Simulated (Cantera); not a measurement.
A closed system holds: 1 mol TEOS, 0.88 mol O₃, 13 mol H₂, equilibrated at 0.100 bar.

Method: chemical equilibrium by Gibbs-energy minimisation in Cantera with the NASA 1993 tables (ideal gas, pure condensed phases). Candidate condensed phases: C, C₆H₆, C₇H₈, C₈H₁₈, H₂O, Si, SiC, SiO₂; 123 gas species. The feed counts by its element totals alone. The numbers say what is thermodynamically allowed, not how fast it happens. All values below are at 950 K.

Base state: H₂ 0.820, CO 0.153, H₂O 0.0117, CH₄ 0.0113, CO₂ 0.00391 (mole fractions); condensed: C(graphite) + SiO₂(β-quartz).

Q: What changes in the equilibrium state with this change: H₂ from 13 to 0.88 mol?

A: 
```json
[
 {"species": "H₂", "before": "0.820", "after": "0.694"},
 {"species": "CO", "before": "0.153", "after": "0.269"},
 {"species": "H₂O", "before": "0.0117", "after": "0.0174"},
 {"species": "CO₂", "before": "0.00391", "after": "0.0121"},
 {"species": "CH₄", "before": "0.0113", "after": "0.00807"},
 {"species": "C(graphite), mol", "before": "3.48", "after": "3.68"},
 {"species": "SiO₂(β-quartz), mol", "before": "1.00", "after": "1.00"}
]
```
